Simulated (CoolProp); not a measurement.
Vapour-liquid equilibrium of acetone (1) + dimethyl carbonate (2) at 466 K; x and y are mole fractions of (1).

Computed with CoolProp (multi-fluid Helmholtz-energy mixture model, Lemmon 2006 and Zhou 2011; pair parameters Bell 2016).

```
x     bubble pressure (kPa)  y at the bubble point  dew pressure at overall composition x (kPa)  liquid density (mol/L)
----  ---------------------  ---------------------  -------------------------------------------  ----------------------
0.05                   1250                  0.089                                         1221                   8.987
0.15                   1375                  0.239                                         1299                   9.034
0.25                   1495                  0.364                                         1385                   9.080
0.35                   1614                  0.474                                         1481                   9.123
0.45                   1733                  0.572                                         1587                   9.162
0.55                   1853                  0.662                                         1705                   9.195
0.65                   1978                  0.745                                         1837                   9.220
0.75                   2106                  0.823                                         1986                   9.233
0.85                   2241                  0.896                                         2155                   9.232
0.95                   2383                  0.966                                         2349                   9.211
```

No azeotrope shows between x = 0.05 and 0.95.

Pair parameters are fitted to limited data, so mixtures are less certain than the pure fluids.
